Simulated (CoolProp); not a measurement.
Vapour-liquid equilibrium of R125 (1) + cyclopropane (2) at 14 bar; x and y are mole fractions of (1).

Model: multi-fluid Helmholtz-energy mixture model, Lemmon 2005 and Polt 1992; pair parameters Bell 2016, in CoolProp. This equation is an older, rougher fit; its heat capacities, sound speeds and derivatives of the liquid may be far off and weren't checked against measurements.

Give the bubble temperature and the first vapour's composition at x = 0.125, 0.2, 0.425. Is there an azeotrope?

x = 0.125: 38.1 °C, y = 0.310; x = 0.2: 33.7 °C, y = 0.408; x = 0.425: 27.2 °C, y = 0.570. y crosses x between x = 0.725 and 0.8: the model has an azeotrope there.

Pair parameters are fitted to limited data, so mixtures are less certain than the pure fluids.
